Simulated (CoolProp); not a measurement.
Values from CoolProp's reference Helmholtz-energy equation of state, Akasaka 2023.

Q: For R1224YDZ, give the phase and the Joule-Thomson coefficient (K/MPa), isothermal compressibility (1/MPa), expansivity (1/kK) at 460.6 K and 6.25 bar.

A: 
- 460.6 K and 6.25 bar: gas; Joule-Thomson coefficient 7.78, isothermal compressibility 1.69, expansivity 2.61
